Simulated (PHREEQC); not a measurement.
Consider water at 25 °C with 0.0084 mol MgCl2 and 0.00039 mol CO2 per kg of water. Closed to the air; pH follows from the charge balance.

Model: ion-association model, phreeqc.dat, run in PHREEQC.

Precipitation was switched off in this run.

Problem. What pH, specific conductance does the model give?

Solution. pH 4.87; specific conductance 1880 µS/cm.

Problem. In which forms is C present?

Solution. CO2 96 %, HCO3- 3.7 % of the C.

Complexes and solids missing from the database can't appear.
